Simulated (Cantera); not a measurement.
A closed system holds: 1 mol C3H8, 4.5 mol CO2, 76 mol H2, at 1.00 Torr.

Method: chemical equilibrium by Gibbs-energy minimisation in Cantera with the NASA 1993 tables (ideal gas, pure condensed phases). Candidate condensed phases: C, C6H6, C7H8, C8H18, H2O; 110 gas species. Equilibrium is a limit: real reactors are often held back by kinetics, nucleation or transport.

log p: log10 of the partial pressure in bar; nothing condenses.

```
T (K)  log p H2     log p H  log p CO  log p H2O     log p O    log p OH   log p CO2
-----  --------  ----------  --------  ---------  ----------  ----------  ----------
1223      -2.92       -7.98     -3.95      -4.67        <-14      -11.77       -5.86
1423      -2.92       -6.64     -3.95      -4.66      -13.80      -10.04       -6.04
1623      -2.92  (withheld)     -3.95      -4.65  (withheld)  (withheld)  (withheld)
1823      -2.93  (withheld)     -3.95      -4.65  (withheld)  (withheld)  (withheld)
2023      -2.94       -4.19     -3.95      -4.66       -8.28       -6.89       -6.34
2223      -3.00       -3.69     -3.98      -4.70       -7.09       -6.23       -6.41
2423      -3.13       -3.32     -4.03      -4.81       -6.08       -5.72       -6.48
2623      -3.40       -3.08     -4.11      -5.15       -5.32       -5.46       -6.68
```

Task: Fill in the missing entries.

Result: 
- 1823, log p H: -4.83
- 1823, log p O: -9.73
- 1823, log p OH: -7.71
- 1823, log p CO2: -6.27
- 1623, log p H: -5.62
- 1623, log p O: -11.51
- 1623, log p OH: -8.73
- 1623, log p CO2: -6.17
